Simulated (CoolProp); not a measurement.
A closed Brayton cycle with carbon dioxide: compressor inlet 305.15 K and 9.7 MPa, high pressure 24.4 MPa, turbine inlet 710 K, compressor efficiency 0.8, turbine efficiency 0.9, recuperator effectiveness 0.8 (on enthalpy, no pinch check). Each further row changes one setting.

Model: reference Helmholtz-energy equation of state, Span 1996, in CoolProp.

| case | thermal efficiency (%) | net work (kJ/kg) | compressor to turbine work | compressor exit (K) | turbine exit (K) |
|---|---|---|---|---|---|
| as stated | (withheld) | 78.7 | 0.23 | 327.4 | 607.8 |
| turbine inlet 660 K | 26.2 | 69.8 | (withheld) | 327.4 | 561.6 |
| compressor inlet 315.15 K | 26.2 | 72.8 | 0.29 | (withheld) | 607.8 |
| high pressure 20.7 MPa | (withheld) | (withheld) | 0.21 | 322.6 | 625.7 |
| recuperator effectiveness 0.5 | (withheld) | 78.7 | 0.23 | 327.4 | 607.8 |

### Question
Fill in the missing entries.

### Answer

- as stated, thermal efficiency (%): 27.5
- turbine inlet 660 K, compressor to turbine work: 0.25
- compressor inlet 315.15 K, compressor exit (K): 353.9
- high pressure 20.7 MPa, thermal efficiency (%): 25.8
- high pressure 20.7 MPa, net work (kJ/kg): 67.6
- recuperator effectiveness 0.5, thermal efficiency (%): 19.7
